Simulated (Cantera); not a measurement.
# SiH2Cl2 + Cl2 + H2 (silicon epitaxy and polysilicon growth)

A closed system holds: 1 mol SiH2Cl2, 0.36 mol Cl2, 51 mol H2, held at 1200 K and 13300 Pa.

Equilibrium computed with Cantera from the NASA thermochemical tables; the gas is ideal and each condensed phase is pure. Candidate condensed phases: Si; 19 gas species. The tables' values for SiCl3 are old estimates; treat these amounts as uncertain. Rates play no part.

```
Item           Result
----------  ---------
x(H2)           0.963
x(HCl)         0.0304
x(SiCl2)      0.00227
x(SiCl4)      0.00207
x(SiHCl3)     0.00178
x(SiCl3)     0.000732
x(SiH2Cl2)   0.000201
x(SiH3Cl)     6.18e-6
n(Si(s))    0.625 mol
gas amount  53.13 mol
```
